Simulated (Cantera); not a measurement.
Feed: 1 mol SiH2Cl2, 8.3 mol N2, at 1548 K and 5.90 Pa.

Method: chemical equilibrium by Gibbs-energy minimisation in Cantera with the NASA 1993 tables (ideal gas, pure condensed phases). Candidate condensed phases: NH4Cl, Si, Si3N4; 28 gas species. The tables' values for SiCl, SiCl3 are old estimates; treat these amounts as uncertain. The numbers say what is thermodynamically allowed, not how fast it happens.

Base state: N2 0.805, H2 0.0757, SiCl2 0.0756, HCl 0.0415, H 0.00110, Si 0.000539, Cl 0.000482, SiCl 0.000306 (mole fractions); condensed: Si(s).

**Question.** What changes in the equilibrium state with this change: pressure from 5.90 Pa to 45000 Pa?

**Answer.** 
| species | before | after |
|---|---|---|
| N2 | 0.805 | 0.808 |
| HCl | 0.0415 | 0.129 |
| H2 | 0.0757 | 0.0392 |
| SiCl2 | 0.0756 | 0.00664 |
| SiCl4 | 9.68e-7 | 0.0120 |
| Si | 0.000539 | <1e-9 |
| SiCl | 0.000306 | 7.15e-8 |
| SiHCl3 | 2.16e-7 | 0.000448 |
| H | 0.00110 | 9.09e-6 |
| Si(s), mol | 0.210 | 0 |
| Si3N4(s), mol | 0 | 0.255 |
The tables' values for SiCl3 are old estimates; treat these amounts as uncertain.

**Question.** What changes in the equilibrium state with this change: temperature from 1548 K to 1750 K?

**Answer.** 
| species | before | after |
|---|---|---|
| N2 | 0.805 | 0.783 |
| SiCl2 | 0.0756 | 0.0698 |
| H2 | 0.0757 | 0.0693 |
| Si | 0.000539 | 0.0209 |
| H | 0.00110 | 0.00797 |
| HCl | 0.0415 | 0.0421 |
| Si3 | 1.91e-7 | 1.78e-5 |
| Si2 | 9.59e-7 | 8.86e-5 |
| SiN | 3.91e-6 | 7.32e-5 |
| SiH | 3.01e-6 | 5.58e-5 |
| Si(s), mol | 0.210 | 0 |
The tables' values for SiCl, SiN, SiCl3 are old estimates; treat these amounts as uncertain.

**Question.** What changes in the equilibrium state with this change: temperature from 1548 K to 1848 K?

**Answer.** 
```tsv
species	before	after
N2	0.805	0.766
HCl	0.0415	0.0579
H2	0.0757	0.0552
Si	0.000539	0.0330
SiCl2	0.0756	0.0547
Cl	0.000482	0.0129
H	0.00110	0.0162
Si2	9.59e-7	7.13e-5
SiN	3.91e-6	8.56e-5
Si(s), mol	0.210	0
```
The tables' values for SiCl, SiN, SiCl3 are old estimates; treat these amounts as uncertain.
